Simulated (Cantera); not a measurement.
Cantera with NASA thermochemical tables; ideal gases at 1 bar, condensed phases pure. Values are per mole of reaction as written; species without (g) are pure solids or liquids, kept so even where they would boil at 1 bar.

2 F(g) + CaCl₂ = 2 Cl(g) + CaF₂, with ΔH° = -346.3 kJ and ΔS° = -23.2 J/K at 300 K.

Question: How far is the shortcut ΔG° ≈ ΔH°(300 K) − T·ΔS°(300 K) from the full temperature-dependent value at 1323, 1348, 1373, 1398, 1423 K?

Answer: 
```
T (K)  shortcut (kJ)  full (kJ)  difference (kJ)  difference in log10 K   condensed phases
-----  -------------  ---------  ---------------  ---------------------  -----------------
1323          -315.6     -308.1             -7.4                   0.29  CaCl₂(l), CaF₂(s)
1348          -315.0     -306.9             -8.1                   0.31  CaCl₂(l), CaF₂(s)
1373          -314.4     -305.6             -8.8                   0.33  CaCl₂(l), CaF₂(s)
1398          -313.8     -304.4             -9.4                   0.35  CaCl₂(l), CaF₂(s)
1423          -313.2     -303.1            -10.1                   0.37  CaCl₂(l), CaF₂(s)
```
The shortcut ignores heat capacities and the phase changes listed.
